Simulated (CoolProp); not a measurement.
A closed Brayton cycle with dry air: compressor inlet 331.15 K and 2.6 MPa, high pressure 8.34 MPa, turbine inlet 950 K, compressor efficiency 0.89, turbine efficiency 0.93, recuperator effectiveness 0.95 (on enthalpy, no pinch check). Each further row changes one setting.

Model: reference Helmholtz-energy equation of state, Lemmon 2000, in CoolProp. It is a pseudo-pure fit of the blend.

```
case                           thermal efficiency (%)  net work (kJ/kg)  compressor to turbine work  compressor exit (K)  turbine exit (K)
-----------------------------  ----------------------  ----------------  --------------------------  -------------------  ----------------
as stated                                        39.9               110                        0.58                478.4             718.9
turbine inlet 900 K                              37.1              96.0                        0.61                478.4             679.2
compressor inlet 341.15 K                         ___               ___                        0.59                492.5             718.9
high pressure 7.09 MPa                           41.6               102                        0.55                  ___             747.7
recuperator effectiveness 0.5                    28.2               110                        0.58                478.4             718.9
```

Task: Some entries are withheld; supply them.

Result: 
- compressor inlet 341.15 K, thermal efficiency (%): 38.4
- compressor inlet 341.15 K, net work (kJ/kg): 105
- high pressure 7.09 MPa, compressor exit (K): 455.0
